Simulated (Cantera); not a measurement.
Charge: 1 mol CCl4, 0.92 mol CH4, equilibrated at 998.15 K and 13.3 mbar.

These are equilibrium values from Cantera (NASA tables, ideal gas, pure condensed phases), not measurements of a reactor. Candidate condensed phases: C, C6H6, C7H8, C8H18; 91 gas species. Rates play no part.

Problem. What is the equilibrium state?

Solution. 
| Item | Result |
|---|---|
| x(HCl) | 0.958 |
| x(Cl2) | 0.0413 |
| x(Cl) | 0.000665 |
| n(C(graphite)) | 1.92 mol |
| gas amount | 3.841 mol |
